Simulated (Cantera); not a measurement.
Standard-state values (1 bar) from the NASA 1993 polynomials, evaluated with Cantera. Values are per mole of reaction as written; species without (g) are pure solids or liquids, kept so even where they would boil at 1 bar.

2 NO(g) + BaF2 = F2(g) + N2O(g) + BaO, with ΔH° = 559.4 kJ and ΔS° = -23.0 J/K at 300 K.

Question: How far is the shortcut ΔG° ≈ ΔH°(300 K) − T·ΔS°(300 K) from the full temperature-dependent value at 373, 423, 473, 523, 573, 623, 673, 723 K?

Answer: 
```csv
T (K),shortcut (kJ),full (kJ),difference (kJ),difference in log10 K
373,568.0,568.1,-0.1,0.02
423,569.2,569.5,-0.3,0.04
473,570.3,570.9,-0.5,0.06
523,571.5,572.3,-0.8,0.08
573,572.6,573.8,-1.1,0.10
623,573.8,575.3,-1.5,0.12
673,574.9,576.8,-1.9,0.14
723,576.1,578.3,-2.3,0.16
```
The shortcut ignores the heat-capacity change of the reaction.
